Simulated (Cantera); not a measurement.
# Silicon carbide growth: SiHCl3 + CH4 + H2 + C2H4

Input: 1 mol SiHCl3, 0.18 mol CH4, 4.1 mol H2, a varied amount of C2H4, at 2202 °C and 0.0380 bar.

Method: chemical equilibrium by Gibbs-energy minimisation in Cantera with the NASA 1993 tables (ideal gas, pure condensed phases). Candidate condensed phases: C, C6H6, C7H8, C8H18, Si, SiC; 109 gas species. The tables' values for SiCl, SiCl3 are old estimates; treat these amounts as uncertain. Gases not in the tables: Si2H6 and higher silanes. Rates play no part.

| n(C2H4) (mol) | log p H2 | log p HCl | log p H | log p SiCl2 | log p Cl | log p Si | log p SiCl | log p C2H2 (acetylene) | n SiC(s) | n C(graphite) |
|---|---|---|---|---|---|---|---|---|---|---|
| 0.088 | -1.70 | -2.01 | -2.50 | -2.69 | -2.95 | -2.96 | -3.44 | -3.90 | 0.211 | 0 |
| 0.24 | -1.70 | -2.00 | -2.50 | -2.77 | -2.95 | -3.05 | -3.53 | -3.71 | 0.317 | 0.151 |
| 0.39 | -1.69 | -2.01 | -2.49 | -2.80 | -2.97 | -3.05 | -3.55 | -3.70 | 0.318 | 0.440 |
| 0.53 | -1.68 | -2.02 | -2.49 | -2.84 | -2.98 | -3.05 | -3.57 | -3.69 | 0.318 | 0.711 |
| 0.68 | -1.67 | -2.03 | -2.48 | -2.87 | -3.00 | -3.05 | -3.58 | -3.68 | 0.317 | 1.00 |
| 0.83 | -1.66 | -2.05 | -2.48 | -2.90 | -3.01 | -3.05 | -3.60 | -3.68 | 0.315 | 1.29 |
| 0.98 | -1.66 | -2.06 | -2.48 | -2.93 | -3.03 | -3.05 | -3.61 | -3.67 | 0.313 | 1.59 |
log p: log10 of the partial pressure in bar; n: condensed amount in mol.

At 0.088 mol C2H4 the condensed part is SiC(s). From 0.24 mol C2H4 to 0.98 mol C2H4 the condensed part is C(graphite) + SiC(s). The main Si-bearing gas is SiCl2 throughout.
